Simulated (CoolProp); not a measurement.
Nitrous oxide along the isotherm 314.8 K: fugacity coefficient from the reference equation and from simpler models built on Tc = 309.5 K, pc = 7245 kPa, ω = 0.161; each cubic takes its own stable root.

Computed with CoolProp (reference Helmholtz-energy equation of state, Lemmon 2006). It is a short technical equation, of lower accuracy than the large ones.

```json
[
 {"p (kPa)": "158", "phase": "gas", "reference": "0.9929"},
 {"p (kPa)": "267", "phase": "gas", "reference": "0.9879"},
 {"p (kPa)": "450", "phase": "gas", "reference": "0.9797"},
 {"p (kPa)": "760", "phase": "gas", "reference": "0.9658"},
 {"p (kPa)": "1280", "phase": "gas", "reference": "0.9427"},
 {"p (kPa)": "2160", "phase": "gas", "reference": "0.9040"},
 {"p (kPa)": "3650", "phase": "gas", "reference": "0.8393"},
 {"p (kPa)": "6160", "phase": "gas", "reference": "0.7309"},
 {"p (kPa)": "10400", "phase": "supercritical", "reference": "0.5301"},
 {"p (kPa)": "17600", "phase": "supercritical", "reference": "0.3673"},
 {"p (kPa)": "29600", "phase": "supercritical", "reference": "0.2767"},
 {"p (kPa)": "50000", "phase": "supercritical", "reference": "0.2366"}
]
```

Problem. How far does each simpler model (van der Waals, Redlich-Kwong, Soave-Redlich-Kwong, Peng-Robinson) lie from the reference over these 12 states: mean and median of the absolute difference, and the worst?

Solution. 
- van der Waals: mean 7.7 %, median 1.7 %, worst +40.4 % at 314.8 K and 50000 kPa
- Redlich-Kwong: mean 1.9 %, median 0.2 %, worst +9.1 % at 314.8 K and 50000 kPa
- Soave-Redlich-Kwong: mean 2.2 %, median 0.2 %, worst +10.1 % at 314.8 K and 50000 kPa
- Peng-Robinson: mean 1.2 %, median 1.2 %, worst -3.0 % at 314.8 K and 50000 kPa
